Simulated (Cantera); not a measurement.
An adiabatic, constant-pressure homogeneous reactor starts with CH₄ : CO : O₂ : N₂ = 1 : 0.19 : 1.61 : 14.2 (molar parts), equivalence ratio 1.3, at 1050 K and 0.510 bar.

Computed with Cantera and GRI-Mech 3.0 (53 species, 325 reactions).

One state of this run: T (K) = 1979; x CH₄ = <1e-12; x CO = 0.0345; x O₂ = 2.33e-6; x C₂H₂ = <1e-12; x H₂O = 0.0936. x: mole fraction; the columns are a selection and need not sum to one.

**Question.** Which value of t (s) does it belong to?
A) 7.00
B) 0.700
C) 0.0221
D) 7.00e-5

**Answer.** A, 7.00
